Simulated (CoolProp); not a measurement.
p-xylene at 431.28 K and 0.979 MPa flows at 2 m/s in a round tube of 50 mm bore and 1.5 µm roughness, fully developed (64/Re and Nu = 3.66 if laminar; Colebrook and Gnielinski if turbulent). Each further row changes one setting.

The numbers come from the reference Helmholtz-energy equation of state, Zhou 2012 in CoolProp.

| case | Reynolds number | Darcy friction factor | pressure drop (Pa/m) | heat-transfer coefficient (W/(m² K)) | mass flow (kg/h) |
|---|---|---|---|---|---|
| as stated | 380000 | 0.0142 | 417 | 2990 | 10400 |
| velocity 4 m/s | 759000 | 0.0128 | 1500 | 5520 | 20800 |
| diameter 100 mm | 759000 | 0.0125 | 184 | 2720 | 41500 |

Viscosity comes from a separate model (Balogun 2015). Thermal conductivity comes from a separate model (Mylona 2014).
